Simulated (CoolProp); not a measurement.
A closed Brayton cycle with carbon dioxide: compressor inlet 327.15 K and 9.5 MPa, high pressure 24.6 MPa, turbine inlet 880 K, compressor efficiency 0.89, turbine efficiency 0.93, recuperator effectiveness 0.95 (on enthalpy, no pinch check). Each further row changes one setting.

Computed with CoolProp (reference Helmholtz-energy equation of state, Span 1996).

| case | thermal efficiency (%) | net work (kJ/kg) | compressor to turbine work | compressor exit (K) | turbine exit (K) |
|---|---|---|---|---|---|
| as stated | 39.5 | 96.6 | 0.31 | 398.3 | 757.2 |
| turbine inlet 830 K | 37.7 | ? | 0.33 | 398.3 | ? |
| compressor inlet 337.15 K | 38.6 | ? | ? | ? | 757.2 |
| high pressure 20.9 MPa | 38.3 | 82.9 | ? | ? | ? |
| recuperator effectiveness 0.5 | 22.3 | 96.6 | 0.31 | 398.3 | 757.2 |

Q: Fill in the missing entries.

A: 
- turbine inlet 830 K, net work (kJ/kg): 87.8
- turbine inlet 830 K, turbine exit (K): 711.6
- compressor inlet 337.15 K, net work (kJ/kg): 89.6
- compressor inlet 337.15 K, compressor to turbine work: 0.36
- compressor inlet 337.15 K, compressor exit (K): 417.0
- high pressure 20.9 MPa, compressor to turbine work: 0.29
- high pressure 20.9 MPa, compressor exit (K): 386.0
- high pressure 20.9 MPa, turbine exit (K): 777.7
